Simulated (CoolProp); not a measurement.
R410A along the isotherm 500 K: density (kg/m³) from the reference equation and from simpler models built on Tc = 344.5 K, pc = 4.901 MPa, ω = 0.296; each cubic takes its own stable root.

Values from CoolProp's reference Helmholtz-energy equation of state, Lemmon 2003. It is a pseudo-pure fit of the blend.

```tsv
p (MPa)	phase	reference
0.919	gas	16.32
1.84	gas	33.24
2.76	gas	50.72
3.68	gas	68.77
4.59	gas	87.21
5.51	supercritical	106.4
6.43	supercritical	126.2
7.35	supercritical	146.6
```

**Question.** How far does each simpler model (ideal gas, Redlich-Kwong) lie from the reference over these 8 states: mean and median of the absolute difference, and the worst?

**Answer.** 
- ideal gas: mean 7.2 %, median 7.3 %, worst -12.5 % at 500 K and 7.35 MPa
- Redlich-Kwong: mean 1.8 %, median 1.7 %, worst +3.1 % at 500 K and 7.35 MPa
